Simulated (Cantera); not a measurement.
A closed system holds: 1 mol Si, 0.0038 mol O2, 270 mol H2, held at 1.20 Pa.

These are equilibrium values from Cantera (NASA tables, ideal gas, pure condensed phases), not measurements of a reactor. Candidate condensed phases: H2O, Si, SiO2; 18 gas species. The numbers say what is thermodynamically allowed, not how fast it happens. All values below are at 1325 K.

Base state: H2 0.999, H 0.000472, SiO 2.81e-5 (mole fractions); condensed: Si(s).

Task: What changes in the equilibrium state with this change: O2 from 0.0038 to 0.14 mol?

Result: 
| species | before | after |
|---|---|---|
| H2 | 0.999 | 0.998 |
| SiO | 2.81e-5 | 0.00104 |
| H | 0.000472 | 0.000472 |
| Si(s), mol | 0.990 | 0.718 |
